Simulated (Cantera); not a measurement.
A closed system holds: 1 mol BN, 1 mol H2O, 40 mol H2, held at 0.00750 bar.

These are equilibrium values from Cantera (NASA tables, ideal gas, pure condensed phases), not measurements of a reactor. Candidate condensed phases: B, BN, B2O3, B3O3H3, H2O; 39 gas species. The tables' values for BH2 are old estimates; treat these amounts as uncertain. The numbers say what is thermodynamically allowed, not how fast it happens. All values below are at 2075 K.

Base state: H2 0.936, H 0.0298, HBO 0.0154, N2 0.0117, BO 0.00661, B2O2 0.000617, BH2 6.18e-5, HBO2 4.64e-5 (mole fractions); condensed: gas only.

Question: What changes in the equilibrium state with this change: H2 from 40 to 2.8 mol?

Answer: 
```csv
species,before,after
H2,0.936,0.704
N2,0.0117,0.100
HBO,0.0154,0.0926
B2O2,0.000617,0.0298
BO,0.00661,0.0459
H,0.0298,0.0258
B2O,1.09e-5,0.000527
B2O3,1.25e-5,0.000601
B,5.51e-6,3.84e-5
HBO2,4.64e-5,0.000279
BH2,6.18e-5,0.000324
```

Question: What changes in the equilibrium state with this change: H2O from 1 to 0.25 mol?

Answer: 
| species | before | after |
|---|---|---|
| H2 | 0.936 | 0.951 |
| H | 0.0298 | 0.0300 |
| N2 | 0.0117 | 0.0120 |
| HBO | 0.0154 | 0.00413 |
| BO | 0.00661 | 0.00176 |
| B2O3 | 1.25e-5 | 2.21e-8 |
| HBO2 | 4.64e-5 | 3.10e-7 |
| H2O | 2.02e-5 | 5.10e-7 |
| B(s), mol | 0 | 0.718 |
